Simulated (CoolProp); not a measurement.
Vapour-liquid equilibrium of R125 (1) + R143a (2) at 236.7 K; x and y are mole fractions of (1).

The numbers come from the multi-fluid Helmholtz-energy mixture model, Lemmon 2005 and Lemmon and Jacobsen 2000; pair parameters Lemmon 2004 in CoolProp.

```
x     bubble pressure (MPa)  y at the bubble point  dew pressure at overall composition x (MPa)  liquid density (mol/L)
----  ---------------------  ---------------------  -------------------------------------------  ----------------------
0.05                 0.1639                  0.047                                       0.1638                   13.46
0.15                 0.1628                  0.144                                       0.1628                   13.33
0.25                 0.1622                  0.246                                       0.1622                   13.20
0.35                 0.1621                  0.351                                       0.1621                   13.07
0.45                 0.1624                  0.458                                       0.1624                   12.94
0.55                 0.1634                  0.565                                       0.1632                   12.82
0.65                 0.1648                  0.670                                       0.1645                   12.69
0.75                 0.1667                  0.772                                       0.1663                   12.56
0.85                 0.1692                  0.868                                       0.1687                   12.44
0.95                 0.1720                  0.958                                       0.1718                   12.32
```

y crosses x between x = 0.25 and 0.35: the model has an azeotrope there.

Pair parameters are fitted to limited data, so mixtures are less certain than the pure fluids.
